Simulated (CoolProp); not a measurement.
A simple Rankine cycle with cis-2-butene: condensing at 313.15 K, boiler at 1.12 MPa, turbine inlet 401.6 K, turbine efficiency 0.6, pump efficiency 0.6, no recuperator. Each further row changes one setting.

Values from CoolProp's reference Helmholtz-energy equation of state, Lemmon 2005. It is a short technical equation, of lower accuracy than the large ones.

```
case                             thermal efficiency (%)  net work (kJ/kg)  heat in (kJ/kg)  turbine exit temperature (K)  volume ratio over the turbine
-------------------------------  ----------------------  ----------------  ---------------  ----------------------------  -----------------------------
as stated                                           6.8              34.6              510                         371.0                           3.37
turbine inlet 421.6 K                               6.8              37.2              551                             ?                           3.33
condensing temperature 305.15 K                     7.9                 ?              528                         365.9                           4.25
boiler pressure 0.784 MPa                           5.0              25.7              519                         381.3                           2.32
turbine efficiency 0.5                              5.6              28.5              510                         374.5                              ?
```

Question: Complete the blanks.

Answer: 
- turbine inlet 421.6 K, turbine exit temperature (K): 392.1
- condensing temperature 305.15 K, net work (kJ/kg): 41.5
- turbine efficiency 0.5, volume ratio over the turbine: 3.40
